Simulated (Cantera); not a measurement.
Predominance diagram of Cu at 1450 K against the partial pressures of O2 and F2 (log10, bar). Standard-state values (1 bar) from the NASA 1993 polynomials, evaluated with Cantera. Candidates: Cu(l), CuF2(l), Cu2O(s). Only these pure phases compete in this equilibrium. 

### Question
Which phase is stable at these pairs, and which metal-bearing vapour leads over it? (-12.6, -17); (-16.8, -17); (-6.3, -17); (-5.2, -20); (-3.1, -2); (-7.4, -14); (-12.6, -8)

### Answer
| log p(O2) | log p(F2) | phase | chief vapour | log p (bar) |
|---|---|---|---|---|
| -12.6 | -17 | Cu(l) | CuF | -3.6 |
| -16.8 | -17 | Cu(l) | CuF | -3.6 |
| -6.3 | -17 | Cu(l) | CuF | -3.6 |
| -5.2 | -20 | Cu(l) | CuF | -5.1 |
| -3.1 | -2 | CuF2(l) | CuF2 | -1.6 |
| -7.4 | -14 | Cu(l) | CuF | -2.1 |
| -12.6 | -8 | CuF2(l) | CuF2 | -1.6 |
